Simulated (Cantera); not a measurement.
# Adiabatic ignition

An adiabatic, constant-volume homogeneous reactor starts with 14.9 % CO, 4.48 % H₂, 1.24 % CH₄, 16.7 % O₂, 62.7 % N₂, at 1373 K and 1350 Torr.

Cantera simulation using GRI-Mech 3.0 (53 species, 325 reactions); the numbers are that mechanism's predictions, not measurements.

```json
[
 {"t (s)": "2.00e-6", "T (K)": "1373", "P (bar)": "1.80", "x CO": "0.149", "x H₂": "0.0448", "x CH₄": "0.0124", "x H₂O": "6.75e-8", "x CO₂": "6.87e-8", "x HCN": "<1e-12"},
 {"t (s)": "5.49e-6", "T (K)": "1373", "P (bar)": "1.80", "x CO": "0.149", "x H₂": "0.0448", "x CH₄": "0.0124", "x H₂O": "1.13e-6", "x CO₂": "4.54e-7", "x HCN": "<1e-12"},
 {"t (s)": "1.51e-5", "T (K)": "1373", "P (bar)": "1.80", "x CO": "0.149", "x H₂": "0.0446", "x CH₄": "0.0123", "x H₂O": "0.000133", "x CO₂": "3.67e-5", "x HCN": "<1e-12"},
 {"t (s)": "4.13e-5", "T (K)": "2268", "P (bar)": "2.89", "x CO": "0.0774", "x H₂": "0.00692", "x CH₄": "<1e-12", "x H₂O": "0.0486", "x CO₂": "0.0888", "x HCN": "2.79e-11"},
 {"t (s)": "0.000113", "T (K)": "2815", "P (bar)": "3.46", "x CO": "0.0492", "x H₂": "0.00346", "x CH₄": "<1e-12", "x H₂O": "0.0610", "x CO₂": "0.123", "x HCN": "2.66e-10"},
 {"t (s)": "0.000311", "T (K)": "2833", "P (bar)": "3.48", "x CO": "0.0471", "x H₂": "0.00330", "x CH₄": "<1e-12", "x H₂O": "0.0618", "x CO₂": "0.125", "x HCN": "4.84e-10"},
 {"t (s)": "0.000854", "T (K)": "2823", "P (bar)": "3.46", "x CO": "0.0468", "x H₂": "0.00329", "x CH₄": "<1e-12", "x H₂O": "0.0622", "x CO₂": "0.126", "x HCN": "7.14e-10"},
 {"t (s)": "0.00234", "T (K)": "2818", "P (bar)": "3.46", "x CO": "0.0466", "x H₂": "0.00329", "x CH₄": "<1e-12", "x H₂O": "0.0624", "x CO₂": "0.126", "x HCN": "8.12e-10"},
 {"t (s)": "0.00643", "T (K)": "2818", "P (bar)": "3.46", "x CO": "0.0466", "x H₂": "0.00329", "x CH₄": "<1e-12", "x H₂O": "0.0624", "x CO₂": "0.126", "x HCN": "8.16e-10"},
 {"t (s)": "0.0176", "T (K)": "2818", "P (bar)": "3.46", "x CO": "0.0466", "x H₂": "0.00329", "x CH₄": "<1e-12", "x H₂O": "0.0624", "x CO₂": "0.126", "x HCN": "8.16e-10"},
 {"t (s)": "0.0484", "T (K)": "2818", "P (bar)": "3.46", "x CO": "0.0466", "x H₂": "0.00329", "x CH₄": "<1e-12", "x H₂O": "0.0624", "x CO₂": "0.126", "x HCN": "8.16e-10"},
 {"t (s)": "0.133", "T (K)": "2818", "P (bar)": "3.46", "x CO": "0.0466", "x H₂": "0.00329", "x CH₄": "<1e-12", "x H₂O": "0.0624", "x CO₂": "0.126", "x HCN": "8.16e-10"},
 {"t (s)": "0.364", "T (K)": "2818", "P (bar)": "3.46", "x CO": "0.0466", "x H₂": "0.00329", "x CH₄": "<1e-12", "x H₂O": "0.0624", "x CO₂": "0.126", "x HCN": "8.16e-10"},
 {"t (s)": "1.00", "T (K)": "2818", "P (bar)": "3.46", "x CO": "0.0466", "x H₂": "0.00329", "x CH₄": "<1e-12", "x H₂O": "0.0624", "x CO₂": "0.126", "x HCN": "8.16e-10"}
]
```
x: mole fraction; the columns are a selection and need not sum to one.

- time of steepest temperature rise: 27.3 µs
- temperature at 1.00 s: 2818 K
- equilibrium temperature: 2818 K
- x(CO) at 1.00 s: 0.0466 (gas-phase equilibrium 0.0466)
- x(H₂) at 1.00 s: 0.00329 (gas-phase equilibrium 0.00329)
- x(CH₄) at 1.00 s: <1e-12 (gas-phase equilibrium <1e-12)
